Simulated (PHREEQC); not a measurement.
1 kg of water holding 0.21 mol NaCl, 0.15 mol KCl and 0.12 mol MgCl2 is evaporated at 60 °C; the solids stay in contact with the brine. No CO2 enters from the air. Solids allowed: Bischofite, Brucite, Carnallite, Halite, Sylvite, MgCl2_4H2O. Others were left out.

Model: Pitzer model, pitzer.dat, run in PHREEQC.

```tsv
water left (kg)	ionic strength	water activity	Halite (mol)	Sylvite (mol)
1	0.720	0.983	0	0
0.6755	1.07	0.974	0	0
0.4563	1.58	0.961	0	0
0.375	1.92	0.951	0	0
0.2533	2.84	0.925	0	0
0.1711	4.21	0.881	0	0
0.1407	5.12	0.849	0	0
0.09502	7.58	0.756	0	0
0.06418	10.3	0.655	0.0572	0
0.04335	11.6	0.615	0.146	0.0716
0.0293	13.9	0.522	0.193	0.119
0.02165	14.8	0.484	0.201	0.109
0.006438	14.8	0.484	0.207	0.0533
```

Halite from water left = 0.06418 kg; Sylvite from water left = 0.05275 kg; Carnallite from water left = 0.02165 kg.

At this temperature some constants are extrapolated from 25 °C, and those without enthalpy data are left unchanged.
